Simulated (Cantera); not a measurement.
# Fluorocarbon and chlorocarbon gases: CH₃Cl + Si + H₂

Input: 1 mol CH₃Cl, 0.011 mol Si, 8.9 mol H₂, at 4.80 Torr.

Equilibrium computed with Cantera from the NASA thermochemical tables; the gas is ideal and each condensed phase is pure. Candidate condensed phases: C, C₆H₆, C₇H₈, C₈H₁₈, Si, SiC; 109 gas species. The tables' values for SiCl are old estimates; treat these amounts as uncertain. Equilibrium is a limit: real reactors are often held back by kinetics, nucleation or transport.

From 1102 °C to 1552 °C the condensed part is C(graphite) + SiC(s). From 1702 °C to 2452 °C the condensed part is C(graphite). From 2602 °C to 2902 °C nothing is condensed. The main Si-bearing gas is SiCl₂ at 1102 °C and Si at 2902 °C.

| T (°C) | x H₂ | x H | x HCl | x Cl | x C | x C₂H₂ (acetylene) | x C₃ | n C(graphite) | n SiC(s) |
|---|---|---|---|---|---|---|---|---|---|
| 1102 | 0.908 | 4.08e-5 | 0.0915 | 3.41e-6 | <1e-12 | 1.61e-6 | <1e-12 | 0.990 | 0.00968 |
| 1252 | 0.908 | 0.000282 | 0.0912 | 2.27e-5 | <1e-12 | 1.10e-5 | <1e-12 | 0.991 | 0.00833 |
| 1402 | 0.907 | 0.00138 | 0.0907 | 0.000108 | 1.10e-12 | 5.27e-5 | <1e-12 | 0.993 | 0.00614 |
| 1552 | 0.904 | 0.00523 | 0.0896 | 0.000396 | 7.62e-11 | 0.000194 | 3.80e-11 | 0.993 | 0.00278 |
| 1702 | 0.893 | 0.0162 | 0.0882 | 0.00119 | 2.76e-9 | 0.000580 | 2.32e-9 | 0.987 | 0 |
| 1852 | 0.866 | 0.0423 | 0.0858 | 0.00307 | 6.00e-8 | 0.00145 | 7.82e-8 | 0.967 | 0 |
| 2002 | 0.813 | 0.0957 | 0.0800 | 0.00679 | 8.67e-7 | 0.00310 | 1.64e-6 | 0.926 | 0 |
| 2152 | 0.721 | 0.190 | 0.0693 | 0.0130 | 8.98e-6 | 0.00563 | 2.33e-5 | 0.855 | 0 |
| 2302 | 0.584 | 0.331 | 0.0540 | 0.0215 | 7.07e-5 | 0.00858 | 0.000241 | 0.742 | 0 |
| 2452 | 0.415 | 0.502 | 0.0364 | 0.0305 | 0.000443 | 0.0107 | 0.00191 | 0.523 | 0 |
| 2602 | 0.252 | 0.664 | 0.0207 | 0.0375 | 0.00209 | 0.00897 | 0.00925 | 0 | 0 |
| 2752 | 0.137 | 0.787 | 0.0106 | 0.0413 | 0.00546 | 0.00271 | 0.0103 | 0 | 0 |
| 2902 | 0.0683 | 0.857 | 0.00509 | 0.0431 | 0.0118 | 0.000659 | 0.00844 | 0 | 0 |
x: gas mole fraction; n: condensed amount in mol.
